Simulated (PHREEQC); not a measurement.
**Copper plating or etch bath: an equilibrium model**

A solution holds 2.6 mmol/kgw CuSO4 and 0.063 mmol/kgw NaCl, at 25 °C. It is in equilibrium with CO2 at log p = -1 (atm). Otherwise closed; pH follows from the charge balance.

Equilibrium calculation in PHREEQC: ion-association model, phreeqc.dat.

No solid was allowed to form.

Question: What pH, ionic strength does the model give?

Answer: pH 4.31; ionic strength 0.00869 mol/kgw.

Question: In which forms is S present?

Answer: SO4-2 83 %, CuSO4 17 % of the S.
